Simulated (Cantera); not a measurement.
Charge: 1 mol SiH2Cl2, 5.2 mol H2O, 39 mol N2, equilibrated at 1375 K and 83.0 mbar.

These are equilibrium values from Cantera (NASA tables, ideal gas, pure condensed phases), not measurements of a reactor. Candidate condensed phases: H2O, NH4Cl, Si, SiO2, Si2N2O, Si3N4; 47 gas species. The tables hold silica as quartz up to 1696 K and as liquid above; real silica turns to tridymite and cristobalite and melts near 1996 K. Kinetics and transport are ignored.

Base state: N2 0.844, H2O 0.0693, H2 0.0433, HCl 0.0433 (mole fractions); condensed: SiO2(β-quartz).

### Question
What changes in the equilibrium state with this change: SiH2Cl2 replaced by HMDSO?

### Answer
| species | before | after |
|---|---|---|
| N2 | 0.844 | 0.662 |
| H2 | 0.0433 | 0.247 |
| CO | 0 | 0.0906 |
| HCl | 0.0433 | 0 |
| H2O | 0.0693 | 8.55e-6 |
| HCN | 0 | 0.000163 |
| CH4 | 0 | 2.53e-5 |
| SiO2(β-quartz), mol | 1.00 | 0 |
| C(graphite), mol | 0 | 0.790 |
| Si2N2O(s), mol | 0 | 1.000 |
The feed counts by its element totals alone. N2 is the only nitrogen source here; it is nearly inert below about 1500 K, so the nitride shown seldom forms there in practice. Further candidate phases: C, C6H6, C7H8, C8H18, SiC.
